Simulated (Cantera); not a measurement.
Input (Python, Cantera) and output of one run.

```python
import numpy as np
import cantera as ct

gas_names = """
    CL CL2 H HCL H2 N NH NH2 NH3 N2 N2H2 N2H4 Si SiCL SiCL2 SiCL3 SiCL4 SiH SiHCL3 SiH2 SiH2CL2 SiH3
    SiH3CL SiH4 SiN Si2 Si2N Si3
""".split()
cond_names = """
    NH4CL(a) NH4CL(b) Si(cr) Si(L) Si3N4(a)
""".split()


# ... load() reads the species with a 1 bar reference pressure and builds the phases ...
atoms = {
    'SiCl4': {'Si': 1, 'CL': 4},
    'NH3': {'N': 1, 'H': 3},
    'N2': {'N': 2},
}
top_T = {'Si3N4(a)': 2400}  # K; cautious upper limits of use, not melting points


# ... equilibrate(T, P, feed) seeds the gas with the atoms and calls Mixture.equilibrate('TP', solver="vcs", rtol=1e-11, max_steps=5000) ...
results = []
feed = {'SiCl4': 1, 'NH3': 1.1, 'N2': 28}  # mol
T = 1750  # K
P = 1000  # Pa
mix = equilibrate(T, P, feed)
results.append((T, P, feed, dict(zip(mix.species_names, mix.species_moles))))
print(gas.report(threshold=0.0001))
for i in range(1, mix.n_phases):
    print(f"{mix.phase(i).name:16s} {mix.phase_moles(i):12.5e} mol")
```

Result:

```
       temperature   1750 K
          pressure   1000 Pa
           density   0.0020765 kg/m^3
  mean mol. weight   30.214 kg/kmol
   phase of matter   gas

                          1 kg             1 kmol
                     ---------------   ---------------
          enthalpy        1.2348e+06        3.7308e+07  J
   internal energy        7.5324e+05        2.2758e+07  J
           entropy            9664.5          2.92e+05  J/K
    Gibbs function       -1.5678e+07       -4.7369e+08  J
 heat capacity c_p            1194.7             36097  J/K
 heat capacity c_v            919.54             27783  J/K

                      mass frac. Y      mole frac. X     chem. pot. / RT
                     ---------------   ---------------   ---------------
                CL        0.00088323        0.00075277           -25.863
                 H        1.1191e-05        0.00033545           -13.771
               HCL          0.073035          0.060526           -39.633
                H2         0.0013881          0.020803           -27.541
                N2           0.82198           0.88653           -31.225
             SiCL2           0.09882          0.030163           -59.791
             SiCL3         0.0035651        0.00080124           -85.654
     [  +21 minor]        0.00031406        8.7289e-05

Si(L)             0.00000e+00 mol
Si3N4(a)          0.00000e+00 mol
```

Cantera equilibrium calculation (NASA polynomials, part measured and part estimated; ideal gas, pure solids and liquids). The tables' values for SiCl3, SiCl are old estimates; treat these amounts as uncertain.
